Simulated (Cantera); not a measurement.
A perfectly stirred reactor is fed with H2 : O2 = 0.071 : 1 (molar parts), at 700 Pa; it is held at 1198 K, and followed from long to short residence time.

Cantera simulation using GRI-Mech 3.0 (53 species, 325 reactions); the numbers are that mechanism's predictions, not measurements. Radical loss at walls, strong at low pressure, is not modelled. The temperature is held fixed by assumption; the heat of reaction is taken as removed at once.

Q: What does this change do: H2 0.071 to 0.0072 parts?

A: 
```json
[
 {"quantity": "x(H2) at τ = 24.0 s", "before": "5.45e-5", "after": "7.73e-6"},
 {"quantity": "x(O2) at τ = 24.0 s", "before": "0.930", "after": "0.992"},
 {"quantity": "x(H2O2) at τ = 24.0 s", "before": "3.27e-8", "after": "4.45e-9"},
 {"quantity": "x(OH) at τ = 24.0 s", "before": "0.000705", "after": "0.000188"},
 {"quantity": "x(O) at τ = 24.0 s", "before": "0.000947", "after": "0.000633"},
 {"quantity": "x(H2) at τ = 0.310 s", "before": "0.000747", "after": "0.000102"},
 {"quantity": "x(O2) at τ = 0.310 s", "before": "0.916", "after": "0.988"},
 {"quantity": "x(H2O2) at τ = 0.310 s", "before": "6.51e-8", "after": "8.79e-9"},
 {"quantity": "x(OH) at τ = 0.310 s", "before": "0.00273", "after": "0.000573"},
 {"quantity": "x(O) at τ = 0.310 s", "before": "0.0138", "after": "0.00464"}
]
```
